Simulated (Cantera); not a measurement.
Input (Python, Cantera) and output of one run.

```python
import numpy as np
import cantera as ct

gas_names = """
    B BH BH2 BH3 BN B2 H H2 N NH NH2 NH3 N2 N2H2 N2H4
""".split()
cond_names = """
    B(b) B(L) BN(s)
""".split()


# ... load() reads the species with a 1 bar reference pressure and builds the phases ...
atoms = {
    'BN': {'B': 1, 'N': 1},
    'H2': {'H': 2},
}
top_T = {'BN(s)': 3200}  # K; cautious upper limits of use, not melting points


# ... equilibrate(T, P, feed) seeds the gas with the atoms and calls Mixture.equilibrate('TP', solver="vcs", rtol=1e-11, max_steps=5000) ...
results = []
feed = {'BN': 1, 'H2': 0.036}  # mol
T = 3073  # K
P = 21  # Pa
mix = equilibrate(T, P, feed)
results.append((T, P, feed, dict(zip(mix.species_names, mix.species_moles))))
print(gas.report(threshold=1e-05))
for i in range(1, mix.n_phases):
    print(f"{mix.phase(i).name:16s} {mix.phase_moles(i):12.5e} mol")
```

Result:

```
       temperature   3073 K
          pressure   21 Pa
           density   1.3014e-05 kg/m^3
  mean mol. weight   15.834 kg/kmol
   phase of matter   gas

                          1 kg             1 kmol
                     ---------------   ---------------
          enthalpy        2.7552e+07        4.3626e+08  J
   internal energy        2.5938e+07        4.1071e+08  J
           entropy             18836        2.9825e+05  J/K
    Gibbs function       -3.0331e+07       -4.8025e+08  J
 heat capacity c_p            1640.9             25982  J/K
 heat capacity c_v            1115.8             17667  J/K

                      mass frac. Y      mole frac. X     chem. pot. / RT
                     ---------------   ---------------   ---------------
                 B           0.43368           0.63523           -9.0342
                BN         0.0014199        0.00090595           -28.078
                B2        1.7813e-05        1.3046e-05           -18.068
                 H         0.0029141          0.045776           -20.392
                H2        1.4503e-06        1.1391e-05           -40.784
                 N        0.00075814        0.00085703           -19.044
                N2           0.56121            0.3172           -38.088
     [   +8 minor]        4.0632e-06        5.4388e-06

B(L)              0.00000e+00 mol
BN(s)             0.00000e+00 mol
```

Equilibrium computed with Cantera from the NASA thermochemical tables; the gas is ideal and each condensed phase is pure.
